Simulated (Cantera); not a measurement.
Feed: 1 mol Fe2O3, 7.3 mol Cl2, 0.58 mol O2, at 1625 °C and 100 Torr.

Method: chemical equilibrium by Gibbs-energy minimisation in Cantera with the NASA 1993 tables (ideal gas, pure condensed phases). Equilibrium is a limit: real reactors are often held back by kinetics, nucleation or transport.

| species | before | after |
|---|---|---|
| Cl2 | 0.152 | 0.924 |
| O2 | 0.164 | 0.0747 |
| FeCl3 | 0.0111 | 0.00152 |
| Cl | 0.523 | 7.05e-5 |
| FeCl2 | 0.147 | 1.42e-6 |
| O | 0.000326 | <1e-9 |
| Fe2Cl4 | 1.12e-5 | <1e-9 |
| ClO | 0.00127 | 7.09e-7 |
| Fe2Cl6 | 1.96e-8 | 1.17e-5 |
| Fe2O3(s), mol | 0 | 0.994 |
Gas species are given as mole fractions.

**Question.** Which change was made?
A) temperature from 1625 °C to 575 °C
B) pressure from 100 Torr to 158 Torr
C) temperature from 1625 °C to 352 °C
D) temperature from 1625 °C to 802 °C

**Answer.** A, temperature from 1625 °C to 575 °C. Condensed phases not in the tables: FeOCl
